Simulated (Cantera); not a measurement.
Mixture: CO : H2 : CH4 : O2 : N2 = 1 : 0.036 : 0.034 : 1.43 : 5.37 (molar parts), at 1580 Torr, adiabatic and at constant pressure. Ignition delay is the time to a rise of 400 K.

Computed with Cantera and GRI-Mech 3.0 (53 species, 325 reactions). Where the delays flatten at high temperature, the 400 K rule measures the pace of heat release, not the induction time.

Problem. What does this change do: pressure from 1580 Torr to 28500 Torr?

Solution. 
```
quantity           before     after
---------------  --------  --------
delay at 1200 K  0.209 ms  0.201 ms
delay at 1350 K  0.104 ms   36.2 µs
delay at 1500 K   75.9 µs   10.5 µs
delay at 1650 K   66.6 µs   4.58 µs
delay at 1800 K   66.4 µs   2.74 µs
```
The pressure lies above the range GRI-Mech 3.0 was tuned for (to about 10 atm).

Problem. What does this change do: pressure from 1580 Torr to 19500 Torr?

Solution. 
```tsv
quantity	before	after
delay at 1200 K	0.209 ms	0.209 ms
delay at 1350 K	0.104 ms	37.0 µs
delay at 1500 K	75.9 µs	11.3 µs
delay at 1650 K	66.6 µs	5.55 µs
delay at 1800 K	66.4 µs	3.65 µs
```
The pressure lies above the range GRI-Mech 3.0 was tuned for (to about 10 atm).
